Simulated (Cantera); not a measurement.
A perfectly stirred reactor is fed with C₃H₈ : O₂ : N₂ : H₂O = 1 : 3.85 : 22.7 : 5.6 (molar parts), equivalence ratio 1.3, at 1950 Torr; it is adiabatic with a 425 K inlet, and is followed from long to short residence time, starting on the burning branch (τ in s: 0.083, 0.03, 0.011, 0.004, 0.0014, 0.00053, 0.00019, 6.9e-05, 2.5e-05).

Cantera simulation using GRI-Mech 3.0 (53 species, 325 reactions); the numbers are that mechanism's predictions, not measurements. GRI-Mech 3.0 was tuned for natural gas; its chemistry of propane as a main component is partial and can be far from experiment.

### Question
What does this change do: C3H8 1 to 1.3 parts?

### Answer
| quantity | before | after |
|---|---|---|
| blow-out, bracketed by the residence times tried | burning at 11.0 ms, out at 4.00 ms | burning at 11.0 ms, out at 4.00 ms |
| x(C₃H₈) at τ = 83.0 ms | 1.16e-5 | 7.27e-5 |
| x(O₂) at τ = 83.0 ms | 0.00166 | 0.00338 |
| x(H₂O) at τ = 83.0 ms | 0.243 | 0.230 |
| x(H₂) at τ = 83.0 ms | 0.0239 | 0.0423 |
| x(CH₂) at τ = 83.0 ms | 1.13e-7 | 4.58e-8 |
| x(C₃H₈) at τ = 1.40 ms | 0.0302 | 0.0389 |
| x(O₂) at τ = 1.40 ms | 0.116 | 0.115 |
| x(H₂O) at τ = 1.40 ms | 0.169 | 0.167 |
| x(H₂) at τ = 1.40 ms | <1e-12 | <1e-12 |
| x(CH₂) at τ = 1.40 ms | <1e-12 | <1e-12 |
